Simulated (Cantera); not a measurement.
An isothermal, constant-pressure homogeneous reactor starts with N2O : H2O = 1 : 0.011 (molar parts), at 1500 K and 2670 Pa.

Cantera simulation using GRI-Mech 3.0 (53 species, 325 reactions); the numbers are that mechanism's predictions, not measurements. GRI-Mech 3.0 was tuned for natural gas; its chemistry of N2O as a main component is partial and can be far from experiment. Radical loss at walls, strong at low pressure, is not modelled. The temperature is held fixed by assumption; the heat of reaction is taken as removed at once.

x: mole fraction; the columns are a selection and need not sum to one.

| t (s) | x N2O | x O | x O2 | x NO | x NO2 | x N2 |
|---|---|---|---|---|---|---|
| 4.00e-6 | 0.989 | 3.11e-6 | 4.94e-8 | 3.26e-8 | <1e-12 | 3.22e-6 |
| 3.00e-5 | 0.989 | 2.03e-5 | 2.53e-6 | 1.67e-6 | <1e-12 | 2.63e-5 |
| 0.000225 | 0.989 | 6.74e-5 | 8.17e-5 | 5.38e-5 | 2.30e-10 | 0.000260 |
| 0.00169 | 0.985 | 7.33e-5 | 0.000932 | 0.000608 | … | 0.00228 |
| 0.0126 | 0.960 | 7.19e-5 | 0.00740 | 0.00451 | … | 0.0174 |
| 0.0949 | 0.794 | 6.90e-5 | 0.0501 | 0.0295 | … | 0.116 |
| 0.711 | 0.239 | 6.54e-5 | 0.195 | 0.112 | … | 0.446 |
| 5.33 | 0.000515 | 1.70e-5 | 0.258 | 0.145 | … | 0.589 |
| 40.0 | 5.37e-6 | 1.28e-5 | 0.259 | 0.144 | … | 0.590 |

Question: Complete the blanks.

Answer: 
- 0.00169, x NO2: 1.23e-6
- 0.0126, x NO2: 0.000136
- 0.0949, x NO2: 0.000503
- 0.711, x NO2: 0.000200
- 5.33, x NO2: 0.000114
- 40.0, x NO2: 0.000139
